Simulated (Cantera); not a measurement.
A closed system holds: 1 mol SiC, 0.48 mol O₂, 170 mol H₂, held at 1898.15 K and 1.00 mbar.

Cantera equilibrium calculation (NASA polynomials, part measured and part estimated; ideal gas, pure solids and liquids). Candidate condensed phases: C, C₆H₆, C₇H₈, C₈H₁₈, H₂O, Si, SiC, SiO₂; 123 gas species. Gases not in the tables: Si₂H₆ and higher silanes. Equilibrium is a limit: real reactors are often held back by kinetics, nucleation or transport.

Base state: H₂ 0.967, H 0.0243, CO 0.00427, Si 0.00289, SiO 0.00126, SiH 7.83e-5, Si₂C 5.02e-5, SiH₂ 1.31e-5 (mole fractions); condensed: SiC(s).

Q: What changes in the equilibrium state with this change: pressure from 1.00 mbar to 10.0 mbar?

A: 
| species | before | after |
|---|---|---|
| H₂ | 0.967 | 0.986 |
| H | 0.0243 | 0.00777 |
| CO | 0.00427 | 0.00307 |
| Si | 0.00289 | 0.000482 |
| SiO | 0.00126 | 0.00252 |
| Si₂C | 5.02e-5 | 8.38e-6 |
| SiH | 7.83e-5 | 4.18e-5 |
| SiH₂ | 1.31e-5 | 2.23e-5 |
| SiC(s), mol | 0.245 | 0.470 |
